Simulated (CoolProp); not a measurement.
Nitrous oxide along the isotherm 312.1 K: Z from the reference equation and from simpler models built on Tc = 309.5 K, pc = 7.245 MPa, ω = 0.161; each cubic takes its own stable root.

The numbers come from the reference Helmholtz-energy equation of state, Lemmon 2006 in CoolProp. It is a short technical equation, of lower accuracy than the large ones.

| p (MPa) | phase | reference |
|---|---|---|
| 1.65 | gas | 0.9192 |
| 3.29 | gas | 0.8279 |
| 4.94 | gas | 0.7174 |
| 6.59 | gas | 0.5620 |
| 8.23 | supercritical | 0.2236 |
| 9.88 | supercritical | 0.2370 |
| 11.5 | supercritical | 0.2618 |
| 13.2 | supercritical | 0.2896 |
| 14.8 | supercritical | 0.3163 |
| 16.5 | supercritical | 0.3448 |
| 18.1 | supercritical | 0.3714 |

Question: How far does each simpler model (van der Waals, Redlich-Kwong, Soave-Redlich-Kwong) lie from the reference over these 11 states: mean and median of the absolute difference, and the worst?

Answer: 
- van der Waals: mean 26.1 %, median 37.8 %, worst +40.3 % at 312.1 K and 9.88 MPa
- Redlich-Kwong: mean 10.1 %, median 12.2 %, worst +22.2 % at 312.1 K and 8.23 MPa
- Soave-Redlich-Kwong: mean 10.6 %, median 12.4 %, worst +23.8 % at 312.1 K and 8.23 MPa
